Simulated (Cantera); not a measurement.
An isothermal, constant-pressure homogeneous reactor starts with NO : N2 = 1 : 5.8 (molar parts), at 2148 K and 0.430 bar. Integrator tolerance rtol = 1e-08.

Computed with Cantera and GRI-Mech 3.0 (53 species, 325 reactions).

Problem. What does this change do: temperature 2148 to 1550 K?

Solution. 
```tsv
quantity	before	after
x(NO) at 30.0 s	0.00700 (gas-phase equilibrium 0.00700)	0.138 (gas-phase equilibrium 0.000996)
x(NO2) at 30.0 s	3.61e-6 (gas-phase equilibrium 3.61e-6)	6.61e-5 (gas-phase equilibrium 1.77e-6)
x(O2) at 30.0 s	0.0696 (gas-phase equilibrium 0.0696)	0.00456 (gas-phase equilibrium 0.0730)
x(N2) at 30.0 s	0.923 (gas-phase equilibrium 0.923)	0.858 (gas-phase equilibrium 0.926)
x(O) at 30.0 s	0.000780 (gas-phase equilibrium 0.000780)	9.01e-7 (gas-phase equilibrium 3.25e-6)
x(N2O) at 30.0 s	2.77e-7 (gas-phase equilibrium 2.77e-7)	6.49e-6 (gas-phase equilibrium 4.28e-8)
```

Problem. What does this change do: temperature 2148 to 1598 K?

Solution. 
```json
[
 {"quantity": "x(NO) at 30.0 s", "before": "0.00700 (gas-phase equilibrium 0.00700)", "after": "0.131 (gas-phase equilibrium 0.00123)"},
 {"quantity": "x(NO2) at 30.0 s", "before": "3.61e-6 (gas-phase equilibrium 3.61e-6)", "after": "7.02e-5 (gas-phase equilibrium 1.92e-6)"},
 {"quantity": "x(O2) at 30.0 s", "before": "0.0696 (gas-phase equilibrium 0.0696)", "after": "0.00781 (gas-phase equilibrium 0.0729)"},
 {"quantity": "x(N2) at 30.0 s", "before": "0.923 (gas-phase equilibrium 0.923)", "after": "0.861 (gas-phase equilibrium 0.926)"},
 {"quantity": "x(O) at 30.0 s", "before": "0.000780 (gas-phase equilibrium 0.000780)", "after": "2.06e-6 (gas-phase equilibrium 5.87e-6)"},
 {"quantity": "x(N2O) at 30.0 s", "before": "2.77e-7 (gas-phase equilibrium 2.77e-7)", "after": "6.11e-6 (gas-phase equilibrium 5.23e-8)"}
]
```
